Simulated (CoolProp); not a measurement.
A Linde-Hampson liquefier for nitrogen: isothermal reversible compression at 200 K from 1 atm to 25 MPa, throttling to 1 atm, return gas leaving the recuperator 10 K below the feed. Each further row changes one setting.

Computed with CoolProp (reference Helmholtz-energy equation of state, Span 2000).

```tsv
case	liquid yield per pass	compression work (kJ/kg of gas)
as stated	0.226	309
high pressure 50 MPa	0.222	358
warm-end temperature 230 K	0.153	366
warm-end gap 15 K	0.213	309
```
